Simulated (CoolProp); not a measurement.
Sulfur dioxide along the isotherm 450.9 K: density (kg/m³) from the reference equation and from simpler models built on Tc = 430.6 K, pc = 78.87 bar, ω = 0.256; each cubic takes its own stable root.

Model: reference Helmholtz-energy equation of state, Gao 2016, in CoolProp.

```json
[
 {"p (bar)": "0.374", "phase": "gas", "reference": "0.6400"},
 {"p (bar)": "0.564", "phase": "gas", "reference": "0.9658"},
 {"p (bar)": "0.851", "phase": "gas", "reference": "1.459"},
 {"p (bar)": "1.28", "phase": "gas", "reference": "2.198"},
 {"p (bar)": "1.94", "phase": "gas", "reference": "3.339"},
 {"p (bar)": "2.92", "phase": "gas", "reference": "5.045"},
 {"p (bar)": "4.41", "phase": "gas", "reference": "7.664"},
 {"p (bar)": "6.65", "phase": "gas", "reference": "11.66"},
 {"p (bar)": "10", "phase": "gas", "reference": "17.77"},
 {"p (bar)": "15.1", "phase": "gas", "reference": "27.41"},
 {"p (bar)": "22.8", "phase": "gas", "reference": "42.84"},
 {"p (bar)": "34.5", "phase": "gas", "reference": "68.70"},
 {"p (bar)": "52", "phase": "gas", "reference": "115.0"},
 {"p (bar)": "78.4", "phase": "gas", "reference": "219.4"},
 {"p (bar)": "118", "phase": "supercritical", "reference": "668.9"}
]
```

Problem. How far does each simpler model (ideal gas, Redlich-Kwong, Soave-Redlich-Kwong) lie from the reference over these 15 states: mean and median of the absolute difference, and the worst?

Solution. 
- ideal gas: mean 11.4 %, median 2.6 %, worst -69.9 % at 450.9 K and 118 bar
- Redlich-Kwong: mean 0.9 %, median 0.0 %, worst -12.2 % at 450.9 K and 118 bar
- Soave-Redlich-Kwong: mean 1.5 %, median 0.1 %, worst -18.2 % at 450.9 K and 118 bar
